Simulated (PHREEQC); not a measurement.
A solution holds 0.011 mol/kgw KHCO3 and 0.018 mol/kgw NaOH, at 25 °C. Closed to the air; pH follows from the charge balance.

Model: Pitzer model, pitzer.dat, run in PHREEQC.

This is a speciation only: nothing precipitates in the calculation.

**Question.** Estimate the pH, ionic strength.

**Answer.** pH 11.78; ionic strength 0.0398 mol/kgw.

**Question.** In which forms is C present?

**Answer.** CO3-2 98 %, HCO3- 2.0 % of the C.
